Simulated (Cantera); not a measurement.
# Premixed flame

A freely propagating, adiabatic, planar premixed flame of 12.0 % CH₄, 18.5 % O₂, 69.5 % N₂, equivalence ratio 1.3, unburnt at 425 K and 1.01 bar; mixture-averaged transport, grid criteria slope 0.08 and curve 0.16, no radiation.

Model: GRI-Mech 3.0 (53 species, 325 reactions), integrated in Cantera. Burning velocities carry a grid error of a few per cent, more on coarse grids.

```json
[
 {"z (mm)": "-1.45", "T (K)": "425", "u (m/s)": "0.478", "x CH₄": "0.120", "x O₂": "0.185", "x NO": "<1e-8", "x CH₂O": "9.46e-8", "x CH₂": "<1e-8", "x CO₂": "2.79e-7"},
 {"z (mm)": "-0.967", "T (K)": "429", "u (m/s)": "0.484", "x CH₄": "0.119", "x O₂": "0.184", "x NO": "<1e-8", "x CH₂O": "1.76e-6", "x CH₂": "<1e-8", "x CO₂": "5.36e-6"},
 {"z (mm)": "-0.725", "T (K)": "445", "u (m/s)": "0.505", "x CH₄": "0.117", "x O₂": "0.182", "x NO": "5.88e-8", "x CH₂O": "1.31e-5", "x CH₂": "<1e-8", "x CO₂": "4.20e-5"},
 {"z (mm)": "-0.483", "T (K)": "557", "u (m/s)": "0.640", "x CH₄": "0.109", "x O₂": "0.173", "x NO": "6.60e-7", "x CH₂O": "0.000150", "x CH₂": "<1e-8", "x CO₂": "0.000562"},
 {"z (mm)": "-0.242", "T (K)": "1055", "u (m/s)": "1.24", "x CH₄": "0.0725", "x O₂": "0.129", "x NO": "7.15e-6", "x CH₂O": "0.000916", "x CH₂": "8.90e-8", "x CO₂": "0.00587"},
 {"z (mm)": "-0.121", "T (K)": "1469", "u (m/s)": "1.75", "x CH₄": "0.0393", "x O₂": "0.0843", "x NO": "1.49e-5", "x CH₂O": "0.00103", "x CH₂": "5.49e-6", "x CO₂": "0.0135"},
 {"z (mm)": "0", "T (K)": "1831", "u (m/s)": "2.20", "x CH₄": "0.0103", "x O₂": "0.0371", "x NO": "2.72e-5", "x CH₂O": "0.000514", "x CH₂": "5.89e-5", "x CO₂": "0.0247"},
 {"z (mm)": "0.121", "T (K)": "1993", "u (m/s)": "2.39", "x CH₄": "0.00114", "x O₂": "0.0115", "x NO": "4.56e-5", "x CH₂O": "0.000121", "x CH₂": "4.48e-5", "x CO₂": "0.0357"},
 {"z (mm)": "0.242", "T (K)": "2035", "u (m/s)": "2.44", "x CH₄": "8.94e-5", "x O₂": "0.00357", "x NO": "6.28e-5", "x CH₂O": "1.48e-5", "x CH₂": "7.27e-6", "x CO₂": "0.0434"},
 {"z (mm)": "0.483", "T (K)": "2057", "u (m/s)": "2.46", "x CH₄": "8.34e-7", "x O₂": "0.000937", "x NO": "7.97e-5", "x CH₂O": "1.89e-7", "x CH₂": "1.11e-7", "x CO₂": "0.0498"},
 {"z (mm)": "0.967", "T (K)": "2077", "u (m/s)": "2.48", "x CH₄": "<1e-8", "x O₂": "0.000532", "x NO": "8.88e-5", "x CH₂O": "<1e-8", "x CH₂": "<1e-8", "x CO₂": "0.0518"},
 {"z (mm)": "1.93", "T (K)": "2099", "u (m/s)": "2.50", "x CH₄": "<1e-8", "x O₂": "0.000305", "x NO": "9.23e-5", "x CH₂O": "<1e-8", "x CH₂": "<1e-8", "x CO₂": "0.0518"},
 {"z (mm)": "3.87", "T (K)": "2119", "u (m/s)": "2.52", "x CH₄": "<1e-8", "x O₂": "0.000138", "x NO": "9.39e-5", "x CH₂O": "<1e-8", "x CH₂": "<1e-8", "x CO₂": "0.0516"}
]
```
x: mole fraction of selected species; z is measured from the peak of heat release.

```
Item                         Result
------------------------  ---------
laminar burning velocity  47.7 cm/s
thermal thickness          0.483 mm
peak x(CH₂O)                0.00107
peak x(CH₂)                 7.00e-5
grid points                     149
```
